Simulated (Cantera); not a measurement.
Charge: 1 mol Al, 18 mol HCl, 2.1 mol N₂, equilibrated at 0.000300 bar.

Method: chemical equilibrium by Gibbs-energy minimisation in Cantera with the NASA 1993 tables (ideal gas, pure condensed phases). Candidate condensed phases: Al, AlCl₃, AlN, NH₄Cl; 20 gas species. The tables' values for AlCl₂ are old estimates; treat these amounts as uncertain. Kinetics and transport are ignored.

log p: log10 of the partial pressure in bar; nothing condenses.

```json
[
 {"T (°C)": "152", "log p HCl": "-3.63", "log p N₂": "-4.48", "log p H₂": "-4.63", "log p AlCl₃": "-6.34", "log p Al₂Cl₆": "-5.12", "log p AlCl₂": "<-15", "log p Cl": "<-15"},
 {"T (°C)": "252", "log p HCl": "-3.63", "log p N₂": "-4.49", "log p H₂": "-4.63", "log p AlCl₃": "(withheld)", "log p Al₂Cl₆": "(withheld)", "log p AlCl₂": "<-15", "log p Cl": "<-15"},
 {"T (°C)": "352", "log p HCl": "-3.64", "log p N₂": "-4.49", "log p H₂": "-4.64", "log p AlCl₃": "-4.82", "log p Al₂Cl₆": "-6.93", "log p AlCl₂": "<-15", "log p Cl": "<-15"},
 {"T (°C)": "452", "log p HCl": "-3.64", "log p N₂": "-4.49", "log p H₂": "-4.64", "log p AlCl₃": "-4.82", "log p Al₂Cl₆": "(withheld)", "log p AlCl₂": "-13.84", "log p Cl": "(withheld)"},
 {"T (°C)": "552", "log p HCl": "-3.64", "log p N₂": "-4.49", "log p H₂": "-4.64", "log p AlCl₃": "-4.82", "log p Al₂Cl₆": "-9.34", "log p AlCl₂": "-12.02", "log p Cl": "-12.41"},
 {"T (°C)": "652", "log p HCl": "-3.64", "log p N₂": "-4.49", "log p H₂": "-4.64", "log p AlCl₃": "-4.82", "log p Al₂Cl₆": "-10.14", "log p AlCl₂": "-10.60", "log p Cl": "-10.92"},
 {"T (°C)": "752", "log p HCl": "-3.64", "log p N₂": "-4.49", "log p H₂": "-4.64", "log p AlCl₃": "-4.82", "log p Al₂Cl₆": "-10.78", "log p AlCl₂": "-9.46", "log p Cl": "-9.72"},
 {"T (°C)": "852", "log p HCl": "-3.64", "log p N₂": "-4.49", "log p H₂": "-4.64", "log p AlCl₃": "-4.82", "log p Al₂Cl₆": "-11.29", "log p AlCl₂": "-8.53", "log p Cl": "-8.72"},
 {"T (°C)": "952", "log p HCl": "-3.64", "log p N₂": "-4.49", "log p H₂": "-4.64", "log p AlCl₃": "-4.82", "log p Al₂Cl₆": "-11.72", "log p AlCl₂": "-7.76", "log p Cl": "-7.89"}
]
```

What belongs in the gaps?


- 452, log p Al₂Cl₆: -8.30
- 452, log p Cl: -14.31
- 252, log p AlCl₃: -5.06
- 252, log p Al₂Cl₆: -5.47
